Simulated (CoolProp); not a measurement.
Vapour-liquid equilibrium of sulfur dioxide (1) + toluene (2) at 345.8 K; x and y are mole fractions of (1).

The numbers come from the multi-fluid Helmholtz-energy mixture model, Gao 2016 and Lemmon 2006; pair parameters Bell 2016 in CoolProp.

### Question
Give the bubble pressure and the first vapour's composition at x = 0.65, 0.8, 0.95. Is there an azeotrope?

### Answer
x = 0.65: 0.9541 MPa, y = 0.985; x = 0.8: 1.182 MPa, y = 0.992; x = 0.95: 1.425 MPa, y = 0.998. No azeotrope shows between x = 0.05 and 0.95.

The pair parameters rest on a limited set of measurements; away from them the model extrapolates.
